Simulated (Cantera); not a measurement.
# Stirred combustor or abatement burner

A perfectly stirred reactor is fed with CH4 : H2 : O2 : N2 = 1 : 0.47 : 5.08 : 48.3 (molar parts), at 5.00 bar; it is adiabatic with a 748 K inlet, and is followed from long to short residence time, starting on the burning branch (τ in s: 0.078, 0.023, 0.007, 0.0021, 0.00063, 0.00019, 5.6e-05, 1.7e-05, 5.1e-06).

Model: GRI-Mech 3.0 (53 species, 325 reactions), integrated in Cantera.

```
τ (s)    T (K)     x CH4      x H2    x O2      x O     x OH     x CH2   x H2O
-------  -----  --------  --------  ------  -------  -------  --------  ------
0.078     1217  0.000365  0.000259  0.0542  1.65e-6  4.85e-6  9.16e-10  0.0441
0.023      748    0.0182   0.00857  0.0926   <1e-12   <1e-12    <1e-12  <1e-12
0.0070     748    0.0182   0.00857  0.0926   <1e-12   <1e-12    <1e-12  <1e-12
0.0021     748    0.0182   0.00857  0.0926   <1e-12   <1e-12    <1e-12  <1e-12
0.00063    748    0.0182   0.00857  0.0926   <1e-12   <1e-12    <1e-12  <1e-12
0.00019    748    0.0182   0.00857  0.0926   <1e-12   <1e-12    <1e-12  <1e-12
5.6e-5     748    0.0182   0.00857  0.0926   <1e-12   <1e-12    <1e-12  <1e-12
1.7e-5     748    0.0182   0.00857  0.0926   <1e-12   <1e-12    <1e-12  <1e-12
5.1e-6     748    0.0182   0.00857  0.0926   <1e-12   <1e-12    <1e-12  <1e-12
```
x: mole fraction; the columns are a selection and need not sum to one.
